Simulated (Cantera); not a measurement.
Equilibrium for abatement and gas-phase synthesis: NF₃ + H₂O + O₂ + SO₂

A closed system holds: 1 mol NF₃, 3.5 mol H₂O, 0.31 mol O₂, 0.0049 mol SO₂, at 75.0 Torr.

These are equilibrium values from Cantera (NASA tables, ideal gas, pure condensed phases), not measurements of a reactor. Candidate condensed phases: H₂O, H₂SO₄, S; 62 gas species. Rates play no part.

| T (K) | x HF | x H₂O | x O₂ | x O | x H | x OH | x N₂ | x H₂ |
|---|---|---|---|---|---|---|---|---|
| 2423 | 0.446 | 0.271 | 0.148 | 0.0119 | 0.00533 | 0.0303 | 0.0719 | 0.00904 |
| 2473 | 0.444 | 0.264 | 0.145 | 0.0153 | 0.00753 | 0.0350 | 0.0713 | 0.0114 |
| 2523 | 0.440 | 0.255 | 0.143 | 0.0194 | 0.0105 | 0.0400 | 0.0706 | 0.0142 |
| 2573 | 0.436 | 0.245 | 0.140 | 0.0243 | 0.0143 | 0.0454 | 0.0697 | 0.0174 |
| 2623 | 0.432 | 0.233 | 0.137 | 0.0302 | 0.0193 | 0.0509 | 0.0688 | 0.0209 |
| 2673 | 0.426 | 0.220 | 0.133 | 0.0371 | 0.0255 | 0.0564 | 0.0677 | 0.0248 |
| 2723 | 0.420 | 0.205 | 0.129 | 0.0452 | 0.0333 | 0.0619 | 0.0665 | 0.0289 |
| 2773 | 0.412 | 0.189 | 0.125 | 0.0546 | 0.0428 | 0.0670 | 0.0651 | 0.0331 |
| 2823 | 0.404 | 0.172 | 0.121 | 0.0652 | 0.0541 | 0.0717 | 0.0637 | 0.0373 |
| 2873 | 0.395 | 0.154 | 0.115 | 0.0772 | 0.0674 | 0.0757 | 0.0621 | 0.0411 |
| 2923 | 0.385 | 0.136 | 0.110 | 0.0905 | 0.0826 | 0.0788 | 0.0604 | 0.0444 |
x: gas mole fraction; nothing condenses.

From 2423 K to 2923 K nothing is condensed.
